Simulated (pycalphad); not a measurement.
All values are pycalphad results on the COST 507 light-alloy database (1999) (1 atm), not direct measurements. The data set is of 1999 and partly superseded. Amounts are mole fractions of atoms.

Question: Give the equilibrium state of Si-19.23Al (at.%) at 1450 K.

Answer: 
```
T = 1450.00 K, P = 101325 Pa, N = 1 mol of atoms
G = -62127 J/mol, H = 46997 J/mol, S = 75.26 J/(mol K)  (SER reference)
chemical potentials (J/mol): Si -54071, Al -95966
phase             fraction      x(Si)      x(Al)
LIQUID              0.5073     0.6210     0.3790
DIAMOND_A4          0.4927     0.9999   0.000101
```

Question: Give the equilibrium state of Si-19.23Al (at.%) at 550 K.

Answer: diamond (Si), fraction 0.808, with <0.01 Al at.%; fcc, fraction 0.192, with 99.96 Al at.%.

DIAMOND_A4 is diamond (Si).
